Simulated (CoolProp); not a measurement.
Vapour-liquid equilibrium of n-decane (1) + n-dodecane (2) at 0.69 bar; x and y are mole fractions of (1).

Values from CoolProp's multi-fluid Helmholtz-energy mixture model, Lemmon 2006 and Lemmon 2004; pair parameters Bell 2016.

### Question
Give the bubble temperature and the first vapour's composition at x = 0.125, 0.2, 0.425. Is there an azeotrope?

### Answer
x = 0.125: 193.4 °C, y = 0.272; x = 0.2: 189.3 °C, y = 0.402; x = 0.425: 178.5 °C, y = 0.680. No azeotrope shows between x = 0.05 and 0.95.

The pair parameters rest on a limited set of measurements; away from them the model extrapolates.
